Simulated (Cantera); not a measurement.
Feed: 1 mol Fe(CO)5, 0.77 mol H2, at 1475 K and 133 Pa.

Cantera equilibrium calculation (NASA polynomials, part measured and part estimated; ideal gas, pure solids and liquids). Candidate condensed phases: C, C6H6, C7H8, C8H18, Fe, Fe(CO)5, FeO, Fe(OH)2, Fe(OH)3, Fe2O3, Fe3O4, H2O; 114 gas species. Equilibrium is a limit: real reactors are often held back by kinetics, nucleation or transport.

Base state: CO 0.866, H2 0.133, H 0.000130, Fe 6.55e-5 (mole fractions); condensed: Fe(γ).

What changes in the equilibrium state with this change: Fe(CO)5 replaced by PbO?


```
species       before     after
----------  --------  --------
Pb                 0     0.436
H2O          3.73e-7     0.434
PbO                0     0.128
CO             0.866         0
H2             0.133  0.000478
Fe           6.55e-5         0
O2             <1e-9   0.00112
OH             <1e-9  0.000185
H           0.000130   7.77e-6
Fe(γ), mol     1.000         0
```
Gases not in the tables: (PbO)n polymers. Further candidate phases: Pb, PbO, PbO2, Pb3O4.
